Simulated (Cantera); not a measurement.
Feed: 1 mol Si, 12 mol HBr, 0.28 mol N2, equilibrated at 8.00 mbar.

Method: chemical equilibrium by Gibbs-energy minimisation in Cantera with the NASA 1993 tables (ideal gas, pure condensed phases). Candidate condensed phases: Br2, Si, Si3N4; 28 gas species. The tables' values for SiBr3, SiBr are old estimates; treat these amounts as uncertain. Kinetics and transport are ignored.

x: gas mole fraction; nothing condenses.

```tsv
T (°C)	x HBr	x H2	x Br	x SiBr4	x SiBr2	x N2
452	0.709	0.177	7.26e-8	0.0886	3.03e-11	0.0248
552	0.709	0.177	1.51e-6	0.0886	8.83e-9	0.0248
652	0.709	0.177	1.65e-5	0.0886	7.36e-7	0.0248
752	0.709	0.177	?	0.0884	?	0.0248
852	0.710	0.176	?	0.0873	?	0.0248
952	0.714	0.171	0.00216	0.0808	0.00445	0.0247
1052	0.731	0.152	0.00729	0.0589	0.0211	0.0241
1152	0.745	0.126	0.0217	0.0287	0.0469	0.0233
1252	0.728	0.118	0.0513	0.00902	0.0654	0.0225
1352	0.674	0.130	0.0959	0.00209	0.0722	0.0218
```

Problem. Fill in the missing entries.

Solution. 
- 752, x Br: 0.000113
- 752, x SiBr2: 2.53e-5
- 852, x Br: 0.000556
- 852, x SiBr2: 0.000450
